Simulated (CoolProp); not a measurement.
C3F8 (R218) along the isotherm 440 K: Z from the reference equation and from simpler models built on Tc = 345.0 K, pc = 26.40 bar, ω = 0.317; each cubic takes its own stable root.

Model: reference Helmholtz-energy equation of state, Lemmon 2006, in CoolProp. It is a short technical equation, of lower accuracy than the large ones.

```tsv
p (bar)	phase	reference
0.209	gas	0.9989
0.337	gas	0.9983
0.545	gas	0.9972
0.88	gas	0.9956
1.42	gas	0.9928
2.3	gas	0.9883
3.71	gas	0.9811
6	gas	0.9693
9.69	gas	0.9501
15.7	gas	0.9181
25.3	gas	0.8661
40.9	supercritical	0.7845
66	supercritical	0.6975
```

Q: How far does each simpler model (van der Waals, Soave-Redlich-Kwong, Peng-Robinson) lie from the reference over these 13 states: mean and median of the absolute difference, and the worst?

A: 
- van der Waals: mean 2.5 %, median 0.4 %, worst -12.8 % at 440 K and 66 bar
- Soave-Redlich-Kwong: mean 0.9 %, median 0.0 %, worst +6.7 % at 440 K and 66 bar
- Peng-Robinson: mean 0.6 %, median 0.4 %, worst -1.7 % at 440 K and 25.3 bar
